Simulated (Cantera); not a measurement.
Input: 1 mol Si, 3 mol NF₃, at 10.0 Torr.

Equilibrium computed with Cantera from the NASA thermochemical tables; the gas is ideal and each condensed phase is pure. Candidate condensed phases: Si, Si₃N₄; 16 gas species. Rates play no part.

Task: At 1650 K, list the 4 most abundant gas species with their mole fractions, and the condensed phases.

Result: F 0.666, N₂ 0.200, SiF₄ 0.133, F₂ 0.000235. Condensed: gas only.
